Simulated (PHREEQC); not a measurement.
PHREEQC input (ion-association model, phreeqc.dat):

```
SOLUTION 1
  temp 25
  units mol/kgw
  pH 7 charge
  Cl 0.06
  Na 0.06
END
SELECTED_OUTPUT 1
  -reset false
  -pH true
  -pe true
  -ionic_strength true
  -water true
  -totals Cl Na Ntg
  -molalities H+ Na+ Cl- OH- NaOH
  -saturation_indices Halite
USER_PUNCH 1
  -headings p_Ntg(g) phi_Ntg(g) p_H2O(g) phi_H2O(g) density
  10 PUNCH PR_P("Ntg(g)"), PR_PHI("Ntg(g)"), PR_P("H2O(g)"), PR_PHI("H2O(g)"), RHO
PRINT
  -reset false
USE solution 1
REACTION_TEMPERATURE 1
  10
GAS_PHASE 1
  -fixed_pressure
  -pressure 30
  -temperature 10
  -volume 20
  Ntg(g) 30
  H2O(g) 0
END
# ... the last block is repeated for the other 8 points of T (°C)
```

Selected output (columns that matter, 9 of 9 rows; T (°C) added in front):

```
T (°C)	pH	mu	Cl	Na	Ntg	m_H+	m_Na+	m_Cl-	si_Halite	p_Ntg(g)	phi_Ntg(g)	p_H2O(g)	phi_H2O(g)	density
10	7.248	0.060013	0.060013	0.060013	0.023876	6.651e-08	0.060013	0.060013	-4.1874	29.986	0.98309	0.01376	0.91102	1.0036
20	7.0647	0.060024	0.060023	0.060023	0.020208	1.0166e-07	0.060023	0.060023	-4.1978	29.974	0.9865	0.025782	0.91929	1.002
30	6.899	0.060041	0.060041	0.060041	0.017656	1.4924e-07	0.060041	0.060041	-4.208	29.954	0.98947	0.046186	0.92648	0.99936
40	6.749	0.060068	0.060067	0.060067	0.015864	2.114e-07	0.060067	0.060067	-4.2182	29.921	0.99207	0.079444	0.93266	0.99587
50	6.613	0.060109	0.060108	0.060108	0.014612	2.9002e-07	0.060108	0.060108	-4.2281	29.868	0.99435	0.13172	0.93786	0.99167
60	6.4896	0.060169	0.060169	0.060169	0.013755	3.8665e-07	0.060169	0.060169	-4.2377	29.789	0.99636	0.21123	0.94208	0.98683
70	6.3775	0.060257	0.060256	0.060256	0.013197	5.0231e-07	0.060256	0.060256	-4.2469	29.671	0.99813	0.32863	0.94531	0.98142
80	6.2757	0.06038	0.060379	0.060379	0.012873	6.3744e-07	0.060379	0.060379	-4.2558	29.503	0.99971	0.49733	0.94751	0.97549
90	6.1833	0.06055	0.060549	0.060549	0.012736	7.9182e-07	0.060549	0.060549	-4.264	29.266	1.0011	0.73391	0.94864	0.96907
```

At this temperature some constants are extrapolated from 25 °C, and those without enthalpy data are left unchanged.
